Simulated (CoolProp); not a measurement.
Properties of R115 along the isotherm 270.6 K.

The numbers come from the reference Helmholtz-energy equation of state, Lemmon 2016 in CoolProp.

```
p (bar)   phase  density (kg/m³)  cp (kJ/(kg K))  cv (kJ/(kg K))  speed of sound (m/s)  fugacity coefficient
-------  ------  ---------------  --------------  --------------  --------------------  --------------------
0.0495      gas           0.3403          0.6752          0.6211                 125.7                0.9988
0.113       gas           0.7780          0.6758          0.6213                 125.5                0.9972
0.256       gas            1.769          0.6772          0.6218                 125.1                0.9937
0.583       gas            4.061          0.6806          0.6232                 124.3                0.9857
1.33        gas            9.452          0.6898          0.6269                 122.2                0.9674
3.02        gas            22.59          0.7206          0.6398                 117.0                0.9253
6.87     liquid             1411           1.013          0.6792                 463.1                0.5392
15.6     liquid             1417           1.007          0.6786                 472.7                0.2477
```
